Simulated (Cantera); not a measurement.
A perfectly stirred reactor is fed with N2O = 1.3 (molar parts), at 0.266 atm; it is held at 1273 K, and followed from long to short residence time.

Computed with Cantera and GRI-Mech 3.0 (53 species, 325 reactions). GRI-Mech 3.0 was tuned for natural gas; its chemistry of N2O as a main component is partial and can be far from experiment. The mechanism lacks the step 2 NO + O2 → 2 NO2, which can matter for NO2 below about 1400 K. The temperature is held fixed by assumption; the heat of reaction is taken as removed at once.

Q: Predict: x(N2O) at τ = 13.0 s; x(O2) at τ = 13.0 s; x(N2) at τ = 13.0 s; x(O) at τ = 13.0 s; x(NO) at τ = 13.0 s; x(N2O) at τ = 77.0 ms; x(O2) at τ = 77.0 ms; x(N2) at τ = 77.0 ms; x(O) at τ = 77.0 ms; x(NO) at τ = 77.0 ms.

A: x(N2O) at τ = 13.0 s: 0.0954
x(O2) at τ = 13.0 s: 0.270
x(N2) at τ = 13.0 s: 0.572
x(O) at τ = 13.0 s: 3.19e-6
x(NO) at τ = 13.0 s: 0.0620
x(N2O) at τ = 77.0 ms: 0.935
x(O2) at τ = 77.0 ms: 0.0187
x(N2) at τ = 77.0 ms: 0.0404
x(O) at τ = 77.0 ms: 5.21e-6
x(NO) at τ = 77.0 ms: 0.00588
